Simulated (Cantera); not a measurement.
A closed system holds: 1 mol borazine, 0.19 mol NH3, 0.27 mol H2, at 527 °C and 14.3 Torr.

These are equilibrium values from Cantera (NASA tables, ideal gas, pure condensed phases), not measurements of a reactor. Candidate condensed phases: B, BN; 15 gas species. The feed counts by its element totals alone. Equilibrium is a limit: real reactors are often held back by kinetics, nucleation or transport.

Base state: H2 0.974, N2 0.0260 (mole fractions); condensed: BN(s).

Problem. What changes in the equilibrium state with this change: NH3 from 0.19 to 1.9 mol?

Solution. 
| species | before | after |
|---|---|---|
| H2 | 0.974 | 0.866 |
| N2 | 0.0260 | 0.134 |
| NH3 | 8.81e-6 | 1.68e-5 |
| BN(s), mol | 3.00 | 3.00 |
